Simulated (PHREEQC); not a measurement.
Metal-bearing waste water (model solution)

Dissolve 0.0096 mol/kgw MnSO4, 0.072 mol/kgw MgSO4, 0.00053 mol/kgw H2SO4 and 0.00027 mol/kgw NaCl at 25 °C. Closed to the air; pH follows from the charge balance.

The numbers come from PHREEQC with the ion-association model, phreeqc.dat.

No solid was allowed to form.

Task: Predict the pH.

Result: pH 3.44.

Task: In which forms is Na present?

Result: Na+ 94 %, NaSO4- 6.0 % of the Na.
